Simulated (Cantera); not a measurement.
An isothermal, constant-pressure homogeneous reactor starts with NO : N₂ = 1 : 0.64 (molar parts), at 1775 K and 20000 Pa.

Cantera simulation using GRI-Mech 3.0 (53 species, 325 reactions); the numbers are that mechanism's predictions, not measurements.

x: mole fraction; the columns are a selection and need not sum to one.

```
t (s)      x NO        x O₂       x N₂O       x NO₂         x O   x N₂
--------  -----  ----------  ----------  ----------  ----------  -----
1.00e-5   0.610    3.72e-11     1.37e-7     2.13e-9     1.35e-7  0.390
3.28e-5   0.610    3.88e-10     4.48e-7     2.21e-8     4.28e-7  0.390
0.000107  0.610     3.92e-9     1.46e-6     2.18e-7     1.26e-6  0.390
0.000351  0.610     3.72e-8     4.74e-6     1.83e-6     3.06e-6  0.390
0.00115   0.610     3.67e-7     1.50e-5     1.08e-5     5.53e-6  0.390
0.00377   0.610  (withheld)  (withheld)  (withheld)  (withheld)  0.390
0.0124    0.609     6.85e-5    0.000101     9.86e-5     1.76e-5  0.390
0.0405    0.609    0.000446    0.000143    0.000119     2.06e-5  0.391
0.133     0.606     0.00178    0.000144    0.000130     2.22e-5  0.392
0.434     0.597  (withheld)    0.000139  (withheld)  (withheld)  0.396
1.42      0.569      0.0199    0.000124    0.000225     3.69e-5  0.410
4.66      0.490      0.0595     8.96e-5    0.000312     5.65e-5  0.450
15.3      0.319       0.145     3.65e-5    0.000313     8.40e-5  0.536
50.0      0.116       0.247     4.73e-6    0.000148    0.000108  0.637
```

Q: Complete the blanks.

A: 
- 0.00377, x O₂: 4.90e-6
- 0.00377, x N₂O: 4.37e-5
- 0.00377, x NO₂: 4.24e-5
- 0.00377, x O: 1.02e-5
- 0.434, x O₂: 0.00613
- 0.434, x NO₂: 0.000160
- 0.434, x O: 2.66e-5
